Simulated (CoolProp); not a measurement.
Properties of R410A at several states.

Model: reference Helmholtz-energy equation of state, Lemmon 2003, in CoolProp. It is a pseudo-pure fit of the blend.

| T (K) | p (kPa) | phase | cp (kJ/(kg K)) | isothermal compressibility (1/MPa) |
|---|---|---|---|---|
| 410.7 | 11.4 | gas | 0.9768 | 87.76 |
| 239.3 | 27100 | liquid | 1.325 | ? |
| 469.9 | 354 | gas | 1.066 | 2.849 |
| 229.4 | 5790 | liquid | ? | ? |
| 435.5 | 3030 | gas | 1.130 | 0.3662 |

### Question
Some entries are withheld; supply them.

### Answer

- 239.3, isothermal compressibility (1/MPa): 0.001432
- 229.4, cp (kJ/(kg K)): 1.362
- 229.4, isothermal compressibility (1/MPa): 0.001765
